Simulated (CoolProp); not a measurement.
A simple Rankine cycle with n-perfluorobutane: condensing at 318.15 K, boiler at 1.3 MPa, turbine inlet 363.4 K, turbine efficiency 0.85, pump efficiency 0.7, no recuperator. Each further row changes one setting.

Computed with CoolProp (reference Helmholtz-energy equation of state, Gao 2022).

```
case                             thermal efficiency (%)  net work (kJ/kg)  heat in (kJ/kg)  turbine exit temperature (K)  volume ratio over the turbine
-------------------------------  ----------------------  ----------------  ---------------  ----------------------------  -----------------------------
as stated                                           6.7              7.51              112                         344.2                           3.25
turbine inlet 383.4 K                               6.4              8.48              133                         365.7                           3.03
condensing temperature 310.15 K                     7.8              9.50              121                         340.9                           4.14
boiler pressure 0.91 MPa                            4.5              5.32              118                         352.8                           2.01
turbine efficiency 0.75                             5.8              6.53              112                         345.2                           3.26
```
